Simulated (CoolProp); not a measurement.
Properties of toluene along the isotherm 605.8 K (Tc = 591.7 K, pc = 41.26 bar, ω = 0.266).

Computed with CoolProp (reference Helmholtz-energy equation of state, Lemmon 2006). It is a short technical equation, of lower accuracy than the large ones.

| p (bar) | phase | cp (kJ/(kg K)) | expansivity (1/kK) | conductivity (mW/(m K)) | Prandtl number |
|---|---|---|---|---|---|
| 13.8 | gas | 2.250 | 2.530 | 42.2 | 0.750 |
| 27.5 | gas | 2.487 | 4.599 | 44.4 | 0.830 |
| 41.3 | supercritical | 3.592 | 14.35 | 54.6 | 1.15 |
| 55 | supercritical | 4.197 | 15.37 | 76.8 | 2.50 |
| 68.8 | supercritical | 3.231 | 6.627 | 78.1 | 2.37 |
| 82.5 | supercritical | 3.003 | 4.710 | 79.7 | 2.41 |
| 96.3 | supercritical | 2.890 | 3.799 | 81.1 | 2.47 |
| 110 | supercritical | 2.821 | 3.255 | 82.4 | 2.52 |
| 124 | supercritical | 2.772 | 2.877 | 83.5 | 2.56 |
| 138 | supercritical | 2.736 | 2.602 | 84.6 | 2.61 |
| 151 | supercritical | 2.709 | 2.403 | 85.5 | 2.65 |
| 165 | supercritical | 2.686 | 2.232 | 86.5 | 2.69 |
| 179 | supercritical | 2.667 | 2.091 | 87.4 | 2.72 |
| 193 | supercritical | 2.651 | 1.973 | 88.2 | 2.76 |
| 206 | supercritical | 2.638 | 1.880 | 89.0 | 2.79 |

The peak of cp marks the crossing from liquid-like to gas-like fluid above the critical point.

Viscosity comes from a separate model (Avgeri 2015). Thermal conductivity comes from a separate model (Assael 2012).
